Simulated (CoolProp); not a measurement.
Aqueous potassium formate as a coolant, 43 % by mass, freezing at -40.2 °C, 1 atm.

Values from CoolProp's Melinder's fits for secondary coolants.

```
T (°C)  Prandtl number  viscosity (mPa s)  cp (kJ/(kg K))  conductivity (W/(m K))
------  --------------  -----------------  --------------  ----------------------
-19               39.7               6.73           2.738                   0.464
-10.6             28.3               4.87           2.753                   0.473
-2.2              21.2               3.71           2.768                   0.483
6.2               16.6               2.95           2.782                   0.493
14.6              13.5               2.42           2.797                   0.502
23.1              11.2               2.04           2.813                   0.512
31.5              9.46               1.75           2.829                   0.522
39.9              8.06               1.50           2.846                   0.531
```
